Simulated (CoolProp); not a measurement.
Model: reference Helmholtz-energy equation of state, Guder 2009, in CoolProp.

Problem. For sulfur hexafluoride, give the phase and the Z, cv (kJ/(kg K)), speed of sound (m/s), viscosity (µPa s) at 302.4 K and 21.1 bar.

Solution. 
- 302.4 K and 21.1 bar: gas; Z 0.711, cv 0.667, speed of sound 103, viscosity 16.9

Viscosity comes from a separate model (Quiñones-Cisneros 2012).
